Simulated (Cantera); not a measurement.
An isothermal, constant-pressure homogeneous reactor starts with NO : N₂ = 1 : 0.34 (molar parts), at 1873 K and 0.200 bar. Integrator tolerance rtol = 1e-08.

Cantera simulation using GRI-Mech 3.0 (53 species, 325 reactions); the numbers are that mechanism's predictions, not measurements.

**Question.** What does this change do: temperature 1873 to 1550 K?

**Answer.** 
```tsv
quantity	before	after
x(NO) at 50.0 s	0.0187 (gas-phase equilibrium 0.00625)	0.591 (gas-phase equilibrium 0.00185)
x(NO₂) at 50.0 s	2.38e-5 (gas-phase equilibrium 8.03e-6)	0.000737 (gas-phase equilibrium 5.07e-6)
x(O₂) at 50.0 s	0.364 (gas-phase equilibrium 0.370)	0.0769 (gas-phase equilibrium 0.372)
x(O) at 50.0 s	0.000321 (gas-phase equilibrium 0.000323)	5.12e-6 (gas-phase equilibrium 1.07e-5)
x(N₂) at 50.0 s	0.617 (gas-phase equilibrium 0.624)	0.331 (gas-phase equilibrium 0.626)
x(N₂O) at 50.0 s	2.45e-7 (gas-phase equilibrium 1.42e-7)	0.000114 (gas-phase equilibrium 4.45e-8)
```

**Question.** What does this change do: pressure from 0.200 bar to 1.00 bar?

**Answer.** 
```csv
quantity,before,after
x(NO) at 50.0 s,0.0187 (gas-phase equilibrium 0.00625),0.00714 (gas-phase equilibrium 0.00625)
x(NO₂) at 50.0 s,2.38e-5 (gas-phase equilibrium 8.03e-6),2.05e-5 (gas-phase equilibrium 1.80e-5)
x(O₂) at 50.0 s,0.364 (gas-phase equilibrium 0.370),0.369 (gas-phase equilibrium 0.370)
x(O) at 50.0 s,0.000321 (gas-phase equilibrium 0.000323),0.000145 (gas-phase equilibrium 0.000145)
x(N₂) at 50.0 s,0.617 (gas-phase equilibrium 0.624),0.623 (gas-phase equilibrium 0.624)
x(N₂O) at 50.0 s,2.45e-7 (gas-phase equilibrium 1.42e-7),3.21e-7 (gas-phase equilibrium 3.17e-7)
```

**Question.** What does this change do: N2 0.34 to 0.037 parts?

**Answer.** 
```csv
quantity,before,after
x(NO) at 50.0 s,0.0187 (gas-phase equilibrium 0.00625),0.0190 (gas-phase equilibrium 0.00646)
x(NO₂) at 50.0 s,2.38e-5 (gas-phase equilibrium 8.03e-6),2.75e-5 (gas-phase equilibrium 9.44e-6)
x(O₂) at 50.0 s,0.364 (gas-phase equilibrium 0.370),0.472 (gas-phase equilibrium 0.479)
x(O) at 50.0 s,0.000321 (gas-phase equilibrium 0.000323),0.000366 (gas-phase equilibrium 0.000368)
x(N₂) at 50.0 s,0.617 (gas-phase equilibrium 0.624),0.508 (gas-phase equilibrium 0.515)
x(N₂O) at 50.0 s,2.45e-7 (gas-phase equilibrium 1.42e-7),2.36e-7 (gas-phase equilibrium 1.33e-7)
```
